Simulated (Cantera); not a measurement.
A perfectly stirred reactor is fed with CO : H2 : O2 : N2 = 1 : 0.57 : 1.96 : 7.38 (molar parts), at 4.93 atm; it is adiabatic with a 498 K inlet, and is followed from long to short residence time, starting on the burning branch (τ in s: 0.33, 0.13, 0.054, 0.022, 0.0088, 0.0036, 0.0015, 0.00059, 0.00024, 9.7e-05, 3.9e-05, 1.6e-05).

Computed with Cantera and GRI-Mech 3.0 (53 species, 325 reactions). The hydrogen kinetics of GRI-Mech 3.0 are dated; newer H2 mechanisms differ, most at raised pressure.

**Question.** What does this change do: H2 0.57 to 0.35 parts?

**Answer.** 
| quantity | before | after |
|---|---|---|
| blow-out, bracketed by the residence times tried | burning at 0.240 ms, out at 97.0 µs | burning at 1.50 ms, out at 0.590 ms |
| x(CO) at τ = 0.330 s | 0.000113 | 0.000180 |
| x(H2) at τ = 0.330 s | 7.84e-6 | 6.72e-6 |
| x(O2) at τ = 0.330 s | 0.116 | 0.128 |
| x(OH) at τ = 0.330 s | 0.000219 | 0.000124 |
| x(NO) at τ = 0.330 s | 1.11e-5 | 7.75e-6 |
| x(CO) at τ = 1.50 ms | 0.00469 | 0.00887 |
| x(H2) at τ = 1.50 ms | 0.000282 | 0.000300 |
| x(O2) at τ = 1.50 ms | 0.118 | 0.132 |
| x(OH) at τ = 1.50 ms | 0.00101 | 0.000475 |
| x(NO) at τ = 1.50 ms | 7.53e-6 | 2.97e-6 |
